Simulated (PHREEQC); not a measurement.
A solution holds 1.1 mmol/kgw HF, 170 mmol/kgw (CH3)4NF and 8.6 mmol/kgw (NH4)2SiF6, at 25 °C and 500 atm. Closed to the air; pH follows from the charge balance.

Computed with PHREEQC (ion-association model, phreeqc.dat).

```yaml
pH: 5.27
ionic_strength: 0.196 mol/kgw
activity_of_water: 0.994
total_alkalinity: -35.5 meq/kg
```

```tsv
species	molality	activity	log γ
(CH3)4N+	0.170	0.123	-0.139
F-	0.170	0.121	-0.146
NH4+	0.0172	0.0118	-0.162
SiF6-2	0.00860	0.00265	-0.511
HF	0.000717	0.000750	0.020
HF2-	0.000386	0.000290	-0.124
H+	6.72e-6	5.39e-6	-0.096
H4SiO4	2.04e-6	2.13e-6	0.020
NH3	1.06e-6	1.10e-6	0.020
OH-	3.90e-9	2.78e-9	-0.146
```

Precipitation was switched off in this run. Under pressure, the constants of complexes without a molar volume in the database are unreliable. (CH3)4N+ isn't in the database: it is added as a free cation with an ion size of 4 Å. SiF6-2 is the database's only silicon fluoride.
